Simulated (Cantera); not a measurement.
What does this Cantera script print?

```python
import numpy as np
import cantera as ct

gas_names = """
    H H2 N NH NH2 NH3 N2 N2H2 N2H4 V VN
""".split()
cond_names = """
    V(cr) V(L) VN(s)
""".split()


def load(file, names, dense=False):
    # The tables refer to 1 bar. Condensed volumes are neglected.
    table = {s.name: s for s in ct.Species.list_from_file(file)}
    out = []
    for n in names:
        d = dict(table[n].input_data)
        d["thermo"] = dict(d["thermo"], **{"reference-pressure": 1e5})
        if dense:
            d["equation-of-state"] = {"model": "constant-volume", "density": "1e6 g/cm^3"}
        out.append(ct.Species.from_dict(d))
    return out


gas = ct.Solution(thermo="ideal-gas", species=load("nasa_gas.yaml", gas_names))
cond = {s.name: ct.Solution(thermo="fixed-stoichiometry", species=[s], name=s.name)
        for s in load("nasa_condensed.yaml", cond_names, dense=True)}
atoms = {
    'V': {'V': 1},
    'N2': {'N': 2},
    'H2': {'H': 2},
}
top_T = {'VN(s)': 2300}  # K; cautious upper limits of use, not melting points


def equilibrate(T, P, feed):
    n = {}
    for name, mol in feed.items():
        for a, k in atoms[name].items():
            n[a] = n.get(a, 0.0) + k * mol
    gas.TPX = T, P, n
    mass = sum(n.values()) * gas.mean_molecular_weight
    gas.equilibrate("TP")
    valid = [c for c in cond.values() if c.min_temp <= T <= top_T.get(c.name, c.max_temp)]
    mix = ct.Mixture([(gas, mass / gas.mean_molecular_weight)] + [(c, 0.0) for c in valid])
    mix.T, mix.P = T, P
    mix.equilibrate("TP", solver="vcs", rtol=1e-11, max_steps=5000)
    return mix


results = []
feed = {'V': 1, 'N2': 43, 'H2': 220}  # mol
T = 1700  # K
P = 42  # Pa
mix = equilibrate(T, P, feed)
results.append((T, P, feed, dict(zip(mix.species_names, mix.species_moles))))
x = sorted(zip(gas.X, gas.species_names), reverse=True)
print(f"T = {T:g} K  P = {P:g} Pa  gas = {mix.phase_moles(0):.4g} mol")
print("   x: " + "  ".join(f"{s} {v:.3e}" for v, s in x if v > 0.001))
print("   condensed (mol): " + ("  ".join(f"{mix.phase(i).name} {mix.phase_moles(i):.4g}"
      for i in range(1, mix.n_phases) if mix.phase_moles(i) > 1e-12) or "none"))
```

Result:

```
T = 1700 K  P = 42 Pa  gas = 263.4 mol
   x: H2 8.320e-01  N2 1.614e-01  H 6.558e-03
   condensed (mol): VN(s) 0.996
```

Method: chemical equilibrium by Gibbs-energy minimisation in Cantera with the NASA 1993 tables (ideal gas, pure condensed phases). VN: taken at fixed stoichiometry. Condensed phases not in the tables: V2N.
